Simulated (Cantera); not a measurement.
A perfectly stirred reactor is fed with N2O : H2 : N2 = 1 : 0.022 : 1.1 (molar parts), at 0.190 bar; it is held at 1400 K, and followed from long to short residence time.

Computed with Cantera and GRI-Mech 3.0 (53 species, 325 reactions). GRI-Mech 3.0 was tuned for natural gas; its chemistry of N2O as a main component is partial and can be far from experiment. The temperature is held fixed by assumption; the heat of reaction is taken as removed at once.

x: mole fraction; the columns are a selection and need not sum to one.

```tsv
τ (s)	x N2O	x H2	x H2O	x O2	x N2
0.31	0.214	6.60e-5	0.00923	0.0829	0.659
0.18	0.275	0.000111	0.00944	0.0623	0.627
0.11	0.325	0.000175	0.00958	0.0453	0.600
0.063	0.372	0.000291	0.00966	0.0297	0.575
0.037	0.404	0.000464	0.00962	0.0190	0.558
0.022	0.426	0.000721	0.00945	0.0119	0.547
0.013	0.440	0.00111	0.00912	0.00722	0.539
0.0076	0.450	0.00167	0.00858	0.00427	0.534
0.0045	0.456	0.00245	___	0.00251	0.530
0.0027	0.460	0.00347	___	0.00147	0.528
0.0016	0.463	0.00479	___	0.000820	0.525
```

Question: Some entries are withheld; supply them.

Answer: 
- 0.0045, x H2O: 0.00781
- 0.0027, x H2O: 0.00680
- 0.0016, x H2O: 0.00549
